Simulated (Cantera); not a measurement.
**Reactions in the system F-O-Pb**

Standard-state values (1 bar) from the NASA 1993 polynomials, evaluated with Cantera. Values are per mole of reaction as written; species without (g) are pure solids or liquids, kept so even where they would boil at 1 bar.

2 F(g) + PbO(g) → O(g) + PbF2

| T (K) | ΔH° (kJ) | ΔS° (J/K) | ΔG° (kJ) | log10 K | condensed phases |
|---|---|---|---|---|---|
| 823 | -634.2 | -245.8 | -431.9 | 27.41 | PbF2(s) |
| 973 | -629.1 | -240.0 | -395.5 | 21.23 | PbF2(s) |
| 1123 | -610.0 | -222.5 | -360.1 | 16.75 | PbF2(l) |
| 1273 | -602.4 | -216.2 | -327.2 | 13.43 | PbF2(l) |
| 1423 | -594.9 | -210.6 | -295.2 | 10.84 | PbF2(l) |
| 1573 | -587.3 | -205.5 | -264.0 | 8.77 | PbF2(l) |
| 1723 | -579.7 | -200.9 | -233.5 | 7.08 | PbF2(l) |
| 1873 | -572.2 | -196.7 | -203.7 | 5.68 | PbF2(l) |
| 2023 | -564.7 | -192.9 | -174.5 | 4.51 | PbF2(l) |
| 2173 | -557.1 | -189.3 | -145.8 | 3.51 | PbF2(l) |

PbF2 + O(g) → PbO + 2 F(g)

| T (K) | ΔH° (kJ) | ΔS° (J/K) | ΔG° (kJ) | log10 K | condensed phases |
|---|---|---|---|---|---|
| 823 | 354.3 | 90.2 | 280.0 | -17.77 | PbF2(s), PbO(yellow) |
| 973 | 352.0 | 87.7 | 266.7 | -14.32 | PbF2(s), PbO(yellow) |
| 1123 | 336.1 | 73.3 | 253.9 | -11.81 | PbF2(l), PbO(yellow) |
| 1273 | 358.0 | 92.3 | 240.6 | -9.87 | PbF2(l), PbO(l) |
| 1423 | 354.6 | 89.7 | 227.0 | -8.33 | PbF2(l), PbO(l) |
| 1573 | 351.2 | 87.4 | 213.7 | -7.10 | PbF2(l), PbO(l) |
| 1723 | 347.7 | 85.3 | 200.7 | -6.09 | PbF2(l), PbO(l) |
| 1873 | 344.2 | 83.4 | 188.1 | -5.25 | PbF2(l), PbO(l) |
| 2023 | 340.8 | 81.6 | 175.7 | -4.54 | PbF2(l), PbO(l) |
| 2173 | 337.3 | 79.9 | 163.6 | -3.93 | PbF2(l), PbO(l) |

3 PbF2 + O3(g) → 6 F(g) + 3 PbO

| T (K) | ΔH° (kJ) | ΔS° (J/K) | ΔG° (kJ) | log10 K | condensed phases |
|---|---|---|---|---|---|
| 823 | 1676.5 | 531.9 | 1238.7 | -78.62 | PbF2(s), PbO(yellow) |
| 973 | 1671.0 | 525.7 | 1159.5 | -62.25 | PbF2(s), PbO(yellow) |
| 1123 | 1624.4 | 483.3 | 1081.6 | -50.31 | PbF2(l), PbO(yellow) |
| 1273 | 1691.2 | 541.2 | 1002.2 | -41.12 | PbF2(l), PbO(l) |
| 1423 | 1681.7 | 534.2 | 921.6 | -33.83 | PbF2(l), PbO(l) |
| 1573 | 1671.9 | 527.6 | 842.0 | -27.96 | PbF2(l), PbO(l) |
| 1723 | 1661.7 | 521.4 | 763.3 | -23.14 | PbF2(l), PbO(l) |
| 1873 | 1651.1 | 515.5 | 685.5 | -19.12 | PbF2(l), PbO(l) |
| 2023 | 1639.9 | 509.8 | 608.6 | -15.71 | PbF2(l), PbO(l) |
| 2173 | 1628.2 | 504.2 | 532.6 | -12.80 | PbF2(l), PbO(l) |

3 PbO + 3 F2(g) → O3(g) + 3 PbF2

```tsv
T (K)	ΔH° (kJ)	ΔS° (J/K)	ΔG° (kJ)	log10 K	condensed phases
823	-1185.3	-156.8	-1056.2	67.03	PbO(yellow), PbF2(s)
973	-1177.0	-147.5	-1033.5	55.48	PbO(yellow), PbF2(s)
1123	-1128.1	-102.9	-1012.5	47.09	PbO(yellow), PbF2(l)
1273	-1192.8	-159.0	-990.3	40.63	PbO(l), PbF2(l)
1423	-1181.5	-150.6	-967.1	35.50	PbO(l), PbF2(l)
1573	-1170.0	-143.0	-945.1	31.38	PbO(l), PbF2(l)
1723	-1158.3	-135.9	-924.2	28.02	PbO(l), PbF2(l)
1873	-1146.3	-129.2	-904.3	25.22	PbO(l), PbF2(l)
2023	-1133.8	-122.8	-885.4	22.86	PbO(l), PbF2(l)
2173	-1120.8	-116.6	-867.4	20.85	PbO(l), PbF2(l)
```
